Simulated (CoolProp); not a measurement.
Vapour-liquid equilibrium of R134a (1) + R142b (2) at 1050 kPa; x and y are mole fractions of (1).

The numbers come from the multi-fluid Helmholtz-energy mixture model, Tillner-Roth 1994 and Lemmon 2006; pair parameters Bell 2016 in CoolProp.

Give the bubble temperature and the first vapour's composition at x = 0.15, 0.45, 0.85. Is there an azeotrope?

x = 0.15: 61.4 °C, y = 0.240; x = 0.45: 51.9 °C, y = 0.581; x = 0.85: 43.5 °C, y = 0.894. No azeotrope shows between x = 0.05 and 0.95.

Pair parameters are fitted to limited data, so mixtures are less certain than the pure fluids.
